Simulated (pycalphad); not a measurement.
An equivalent pycalphad script:

```python
from pycalphad import Database, equilibrium, calculate, variables as v
import numpy as np
db = Database('COST507.tdb')
comps = ['FE', 'SI', 'VA']
phases = ['BCC_B2', 'DIAMOND_A4', 'FCC_A1', 'FE2SI', 'FE5SI3', 'FESI', 'FESI2_H', 'FESI2_L', 'LIQUID']
eq = equilibrium(db, comps, phases, {v.X('SI'): 0.148, v.T: np.arange(2250, 499, -40), v.P: 101325, v.N: 1}, output=['HM', 'SM'])
```

CALPHAD calculation (pycalphad, COST 507 light-alloy database (1999)), 1 atm. The data set is of 1999 and partly superseded. Phase fractions are per mole of atoms. Kinetics are ignored, which matters at the lower temperatures.

Results at three of the temperatures:

```
T = 1890.00 K, P = 101325 Pa, N = 1 mol of atoms
G = -130953 J/mol, H = 56936 J/mol, S = 99.41 J/(mol K)  (SER reference)
chemical potentials (J/mol): Fe -120645, Si -190291
phase             fraction      x(Fe)      x(Si)
LIQUID              1.0000     0.8520     0.1480
```

```
T = 850.00 K, P = 101325 Pa, N = 1 mol of atoms
G = -48550 J/mol, H = 928 J/mol, S = 58.21 J/(mol K)  (SER reference)
chemical potentials (J/mol): Fe -36724, Si -116625
phase             fraction      x(Fe)      x(Si)
BCC_B2              1.0000     0.8520     0.1480
```

```
T = 770.00 K, P = 101325 Pa, N = 1 mol of atoms
G = -44065 J/mol, H = -2537 J/mol, S = 53.93 J/(mol K)  (SER reference)
chemical potentials (J/mol): Fe -32091, Si -112997
phase             fraction      x(Fe)      x(Si)
BCC_B2              1.0000     0.8520     0.1480
```

Changes of the phase set, refined by bisection:

```tsv
T (K)	phases above	phases below
1668.2	liquid	bcc + liquid
1633.1	bcc + liquid	bcc
1271.0	bcc	ordered bcc (B2)
```

BCC_B2 is ordered bcc (B2).
